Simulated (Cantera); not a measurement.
An isothermal, constant-pressure homogeneous reactor starts with CO : O2 : H2O : N2 = 0.0086 : 0.079 : 0.066 : 1 (molar parts), equivalence ratio 0.054, at 975 K and 1000000 Pa.

Detailed kinetics in Cantera: GRI-Mech 3.0 (53 species, 325 reactions).

Problem. Predict: x(CO) at 2.00 s; x(O2) at 2.00 s; x(H2O) at 2.00 s; x(O) at 2.00 s; x(CO2) at 2.00 s.

Solution. 
```
Item                                                 Value
----------------  ----------------------------------------
x(CO) at 2.00 s     0.00319 (gas-phase equilibrium <1e-12)
x(O2) at 2.00 s      0.0665 (gas-phase equilibrium 0.0650)
x(H2O) at 2.00 s     0.0573 (gas-phase equilibrium 0.0574)
x(O) at 2.00 s    1.48e-9 (gas-phase equilibrium 5.85e-12)
x(CO2) at 2.00 s   0.00428 (gas-phase equilibrium 0.00748)
```
